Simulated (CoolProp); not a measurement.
Nitrogen at 298.15 K and 0.507 MPa flows at 0.46 m/s in a round tube of 100 mm bore and 15 µm roughness, fully developed (64/Re and Nu = 3.66 if laminar; Colebrook and Gnielinski if turbulent). Each further row changes one setting.

Computed with CoolProp (reference Helmholtz-energy equation of state, Span 2000).

| case | Reynolds number | Darcy friction factor | pressure drop (Pa/m) | heat-transfer coefficient (W/(m² K)) | mass flow (kg/h) |
|---|---|---|---|---|---|
| as stated | 14800 | 0.0282 | 0.171 | 10.7 | 74.6 |
| velocity 0.92 m/s | 29500 | 0.0240 | 0.582 | 18.5 | 149 |
| diameter 200 mm | 29500 | 0.0238 | 0.0721 | 9.18 | 298 |

Viscosity comes from a separate model (Lemmon 2004). Thermal conductivity comes from a separate model (Lemmon 2004).
